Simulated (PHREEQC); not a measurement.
1 kg of water holding 29 mmol/kgw NaCl, 24 mmol/kgw NaOH and 30 mmol/kgw Na2SO4 is evaporated at 25 °C; the solids stay in contact with the brine. CO2 from the air is kept out. The run lets Halite, Mirabilite, Thenardite precipitate or redissolve, and no other solid.

Base run: PHREEQC, Pitzer model, pitzer.dat. Each further column changes one thing. The table gives water activity.

| H2O removed (mol) | base | temperature from 25 to 5 °C | temperature from 25 to 75 °C |
|---|---|---|---|
| 0 | 0.997 | 0.997 | 0.997 |
| 24.69 | 0.995 | 0.995 | 0.995 |
| 34.69 | 0.992 | 0.992 | 0.992 |
| 43.95 | 0.986 | 0.986 | 0.986 |
| 49.09 | 0.975 | 0.976 | 0.975 |
| 51.94 | 0.956 | 0.963 | 0.955 |
| 53.1 | 0.935 | 0.949 | 0.933 |
| 54.17 | 0.876 | 0.900 | 0.877 |
| 54.76 | 0.793 | 0.731 | 0.817 |
| 55.01 | 0.736 | 0.625 | 0.763 |
| 55.23 | 0.634 | 0.625 | 0.651 |

 Away from 25 °C the constants follow the database's enthalpies or fits; those with neither stay at their 25 °C values.
